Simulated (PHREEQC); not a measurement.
A solution holds 0.026 mol/kgw HCl, 3.9e-05 mol/kgw ZnSO4 and 0.0012 mol/kgw MgCl2, at 15 °C. Closed to the air; pH follows from the charge balance.

Computed with PHREEQC (ion-association model, phreeqc.dat).

This is a speciation only: nothing precipitates in the calculation.

Problem. Order these S species by the share of S that they hold, largest first: SO4-2, ZnSO4, MgSO4, HSO4-.

Solution. HSO4- (51 %), SO4-2 (46 %), MgSO4 (2.9 %), ZnSO4 (0.11 %)

The pH is 1.64 and the ionic strength 0.0297 mol/kgw.
